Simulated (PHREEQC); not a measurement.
Consider water at 20 °C with 0.0036 mol Pb(NO3)2 and 0.00023 mol KNO3 per kg of water. Closed to the air; pH follows from the charge balance.

Computed with PHREEQC (ion-association model, phreeqc.dat).

The ionic strength comes out as 0.0106 mol/kgw. What activity coefficients do Pb+2, K+, PbNO3+, H+, NO3- get?

Pb+2 0.66, K+ 0.90, PbNO3+ 0.90, H+ 0.91, NO3- 0.90.

This is a speciation only: nothing precipitates in the calculation.
